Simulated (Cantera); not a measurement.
## HI + H2O + O2 (abatement and gas-phase synthesis)

Input: 1 mol HI, 0.084 mol H2O, 0.11 mol O2, at 3075 K and 0.100 bar.

These are equilibrium values from Cantera (NASA tables, ideal gas, pure condensed phases), not measurements of a reactor. Candidate condensed phases: H2O, I2; 12 gas species. Rates play no part.

```yaml
x(I): 0.516
x(H): 0.213
x(H2): 0.116
x(H2O): 0.0597
x(O): 0.0429
x(OH): 0.0385
x(O2): 0.00868
x(HI): 0.00542
x(I2): 2.80e-5
gas_amount: 1.919 mol
log10 activity of I2(l) (absent): -7.36
```
